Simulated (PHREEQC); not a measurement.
## Leach liquor

A solution holds 0.22 mol HCl and 0.0006 mol CuSO4 per kg of water, at 25 °C. Closed to the air; pH follows from the charge balance.

The numbers come from PHREEQC with the ion-association model, phreeqc.dat.

```
Item                         Result
--------------------  -------------
pH                             0.76
ionic strength        0.221 mol/kgw
activity of water             0.993
specific conductance    73100 µS/cm
density                 1.001 g/cm³
total alkalinity        -220 meq/kg
```

```json
[
 {"species": "Cl-", "molality": "0.220", "activity": "0.156", "log γ": "-0.150"},
 {"species": "H+", "molality": "0.220", "activity": "0.174", "log γ": "-0.100"},
 {"species": "HSO4-", "molality": "0.000519", "activity": "0.000385", "log γ": "-0.129"},
 {"species": "Cu+2", "molality": "0.000500", "activity": "0.000159", "log γ": "-0.498"},
 {"species": "CuCl+", "molality": "9.37e-5", "activity": "6.66e-5", "log γ": "-0.148"},
 {"species": "SO4-2", "molality": "8.07e-5", "activity": "2.27e-5", "log γ": "-0.550"},
 {"species": "CuCl2", "molality": "5.29e-6", "activity": "5.57e-6", "log γ": "0.022"},
 {"species": "CuSO4", "molality": "7.01e-7", "activity": "7.38e-7", "log γ": "0.022"},
 {"species": "CuCl3-", "molality": "4.33e-9", "activity": "3.08e-9", "log γ": "-0.148"}
]
```

This is a speciation only: nothing precipitates in the calculation.
